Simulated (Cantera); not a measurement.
Input: 1 mol Si, 0.74 mol HCl, equilibrated at 577 °C and 2.90 bar.

Cantera equilibrium calculation (NASA polynomials, part measured and part estimated; ideal gas, pure solids and liquids). Candidate condensed phases: Si; 19 gas species. The tables' values for SiCl3 are old estimates; treat these amounts as uncertain. Rates play no part.

Base state: H2 0.620, SiCl4 0.247, SiHCl3 0.125, SiH2Cl2 0.00554, HCl 0.00204, SiCl3 0.000167, SiH3Cl 5.84e-5 (mole fractions); condensed: Si(s).

### Question
What changes in the equilibrium state with this change: Si replaced by MgO?

### Answer
```json
[
 {"species": "HCl", "before": "0.00204", "after": "0.513"},
 {"species": "H2O", "before": "0", "after": "0.487"},
 {"species": "H2", "before": "0.620", "after": "3.81e-7"},
 {"species": "SiCl4", "before": "0.247", "after": "0"},
 {"species": "SiHCl3", "before": "0.125", "after": "0"},
 {"species": "SiH2Cl2", "before": "0.00554", "after": "0"},
 {"species": "SiCl3", "before": "0.000167", "after": "0"},
 {"species": "Si(s), mol", "before": "0.797", "after": "0"},
 {"species": "MgCl2(s), mol", "before": "0", "after": "0.242"},
 {"species": "MgO(s), mol", "before": "0", "after": "0.758"}
]
```
Condensed phases not in the tables: MgOHCl. Further candidate phases: H2O, Mg, MgCl2, MgO, Mg(OH)2.

### Question
What changes in the equilibrium state with this change: 0.73 mol HF added?

### Answer
| species | before | after |
|---|---|---|
| H2 | 0.620 | 0.630 |
| SiF4 | 0 | 0.152 |
| SiCl4 | 0.247 | 0.116 |
| SiHCl3 | 0.125 | 0.0714 |
| SiHF3 | 0 | 0.0220 |
| SiH2F2 | 0 | 0.00183 |
| SiH3F | 0 | 3.19e-5 |
| SiCl3 | 0.000167 | 9.45e-5 |
| SiH2Cl2 | 0.00554 | 0.00386 |
| Si(s), mol | 0.797 | 0.605 |
